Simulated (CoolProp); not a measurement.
Vapour-liquid equilibrium of CH2F2 (R32) (1) + R152A (2) at 36.75 °C; x and y are mole fractions of (1).

Computed with CoolProp (multi-fluid Helmholtz-energy mixture model, Tillner-Roth 1997 and Outcalt 1996; pair parameters Bell 2016).

```
x     bubble pressure (MPa)  y at the bubble point  dew pressure at overall composition x (MPa)  liquid density (mol/L)
----  ---------------------  ---------------------  -------------------------------------------  ----------------------
0.05                 0.8993                  0.106                                       0.8630                   13.33
0.15                  1.033                  0.281                                       0.9297                   13.69
0.25                  1.168                  0.421                                        1.007                   14.06
0.35                  1.305                  0.535                                        1.096                   14.45
0.45                  1.445                  0.632                                        1.201                   14.86
0.55                  1.588                  0.716                                          [?]                   15.29
0.65                    [?]                  0.790                                        1.474                   15.74
0.75                  1.886                  0.857                                        1.653                   16.21
0.85                  2.042                  0.917                                        1.870                   16.70
0.95                    [?]                    [?]                                        2.135                   17.21
```

Question: Complete the blanks.

Answer: 
- 0.55, dew pressure at overall composition x (MPa): 1.325
- 0.65, bubble pressure (MPa): 1.735
- 0.95, bubble pressure (MPa): 2.204
- 0.95, y at the bubble point: 0.973

No azeotrope shows between x = 0.05 and 0.95.

The pair parameters rest on a limited set of measurements; away from them the model extrapolates.
